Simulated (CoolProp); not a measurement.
Vapour-liquid equilibrium of R125 (1) + n-butane (2) at 265.3 K; x and y are mole fractions of (1).

The numbers come from the multi-fluid Helmholtz-energy mixture model, Lemmon 2005 and Bücker 2006; pair parameters Bell 2016 in CoolProp.

Q: Give the bubble pressure and the first vapour's composition at x = 0.05, 0.35, 0.85. Is there an azeotrope?

A: x = 0.05: 170.9 kPa, y = 0.561; x = 0.35: 416.1 kPa, y = 0.839; x = 0.85: 497.8 kPa, y = 0.915. No azeotrope shows between x = 0.05 and 0.95.

Pair parameters are fitted to limited data, so mixtures are less certain than the pure fluids. With so large a gap from Raoult's law the liquid may split in two, which this calculation doesn't test in full.
